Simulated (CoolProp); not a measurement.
Ammonia at 293.15 K and 0.595 MPa flows at 0.083 m/s in a round tube of 25 mm bore and 45 µm roughness, fully developed (64/Re and Nu = 3.66 if laminar; Colebrook and Gnielinski if turbulent). Each further row changes one setting.

Computed with CoolProp (reference Helmholtz-energy equation of state, Gao 2020).

```
case                Reynolds number  Darcy friction factor  pressure drop (Pa/m)  heat-transfer coefficient (W/(m² K))  mass flow (kg/h)
------------------  ---------------  ---------------------  --------------------  ------------------------------------  ----------------
as stated                       951                 0.0673                0.0415                                  3.68             0.656
velocity 0.166 m/s             1900                 0.0336                0.0829                                  3.68              1.31
diameter 50 mm                 1900                 0.0336                0.0104                                  1.84              2.62
```

Viscosity comes from a separate model (Fenghour 1995). Thermal conductivity comes from a separate model (Tufeu 1984).
